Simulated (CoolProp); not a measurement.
The numbers come from the reference Helmholtz-energy equation of state, Lemmon 2003 in CoolProp. It is a pseudo-pure fit of the blend.

Problem. For R404A, give the phase and the Z, Prandtl number at 293.4 K and 4.64 MPa; 424.4 K and 4.64 MPa.

Solution. 
- 293.4 K and 4.64 MPa: liquid; Z 0.169, Prandtl number 2.91
- 424.4 K and 4.64 MPa: supercritical; Z 0.775, Prandtl number 0.973

Viscosity comes from a separate model (Geller 2000). Thermal conductivity comes from a separate model (Geller 2001).
